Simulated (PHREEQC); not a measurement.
Model water analysis in mg/L, 25 °C, pH 7, pe 1.4: Na 79.1; K 8.41; Ca 10.8; Mg 32.5; Cl 127; S(6) as SO4 39.7; Alkalinity as HCO3 150; Si as SiO2 0.154; Sr 0.121.

Valence states are taken as typed.

Equilibrium calculation in PHREEQC: ion-association model, phreeqc.dat.

Task: The ionic strength comes out as 0.00859 mol/kgw. What activity coefficients do HCO3-, NaSO4-, SO4-2, Sr+2, Cl- get?

Result: HCO3- 0.91, NaSO4- 0.91, SO4-2 0.69, Sr+2 0.69, Cl- 0.91.

No solid was allowed to form.
